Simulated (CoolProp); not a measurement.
Vapour-liquid equilibrium of R143a (1) + R1234yf (2) at 1.06 MPa; x and y are mole fractions of (1).

Values from CoolProp's multi-fluid Helmholtz-energy mixture model, Lemmon and Jacobsen 2000 and Lemmon 2022; pair parameters Bell 2016.

```json
[
 {"x": "0.05", "bubble temperature (K)": "313.1", "y at the bubble point": "0.078", "dew temperature at overall composition x (K)": "313.7", "liquid density (mol/L)": "9.117"},
 {"x": "0.2", "bubble temperature (K)": "308.7", "y at the bubble point": "0.284", "dew temperature at overall composition x (K)": "310.5", "liquid density (mol/L)": "9.451"},
 {"x": "0.35", "bubble temperature (K)": "304.8", "y at the bubble point": "0.458", "dew temperature at overall composition x (K)": "307.2", "liquid density (mol/L)": "9.789"},
 {"x": "0.5", "bubble temperature (K)": "301.2", "y at the bubble point": "0.609", "dew temperature at overall composition x (K)": "303.8", "liquid density (mol/L)": "10.13"},
 {"x": "0.65", "bubble temperature (K)": "298.1", "y at the bubble point": "0.741", "dew temperature at overall composition x (K)": "300.3", "liquid density (mol/L)": "10.49"},
 {"x": "0.8", "bubble temperature (K)": "295.2", "y at the bubble point": "0.859", "dew temperature at overall composition x (K)": "296.6", "liquid density (mol/L)": "10.86"},
 {"x": "0.95", "bubble temperature (K)": "292.5", "y at the bubble point": "0.966", "dew temperature at overall composition x (K)": "292.9", "liquid density (mol/L)": "11.25"}
]
```

No azeotrope shows between x = 0.05 and 0.95.

The pair parameters rest on a limited set of measurements; away from them the model extrapolates.
